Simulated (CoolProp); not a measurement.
Properties of n-perfluorobutane along the isotherm 450 K (Tc = 386.3 K, pc = 23.22 bar, ω = 0.372).

Computed with CoolProp (reference Helmholtz-energy equation of state, Gao 2022).

```csv
p (bar),phase,density (kg/m³),cv (kJ/(kg K)),isothermal compressibility (1/MPa)
0.184,gas,1.172,0.9457,54.43
0.326,gas,2.079,0.9457,30.75
0.581,gas,3.713,0.9459,17.29
1.03,gas,6.607,0.9461,9.789
1.84,gas,11.88,0.9465,5.517
3.26,gas,?,?,3.152
5.81,gas,38.80,0.9488,1.810
10.3,gas,71.71,0.9516,1.068
18.4,gas,?,0.9580,0.6574
32.6,supercritical,296.2,0.9732,?
58.1,supercritical,?,0.9902,0.1875
```

Q: Fill in the missing entries.

A: 
- 3.26, density (kg/m³): 21.30
- 3.26, cv (kJ/(kg K)): 0.9473
- 18.4, density (kg/m³): 139.5
- 32.6, isothermal compressibility (1/MPa): 0.4437
- 58.1, density (kg/m³): 677.0
